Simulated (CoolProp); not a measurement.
Model: reference Helmholtz-energy equation of state, Aleksandrov 2011, in CoolProp. It is a short technical equation, of lower accuracy than the large ones.

### Question
For n-undecane, give the phase and the density (kg/m³), Joule-Thomson coefficient (K/MPa), isothermal compressibility (1/MPa), expansivity (1/kK) at 355.4 K and 0.101 MPa; 431 K and 0.101 MPa.

### Answer
- 355.4 K and 0.101 MPa: liquid; density 693, Joule-Thomson coefficient -0.361, isothermal compressibility 0.00158, expansivity 1.11
- 431 K and 0.101 MPa: liquid; density 633, Joule-Thomson coefficient -0.248, isothermal compressibility 0.00297, expansivity 1.33
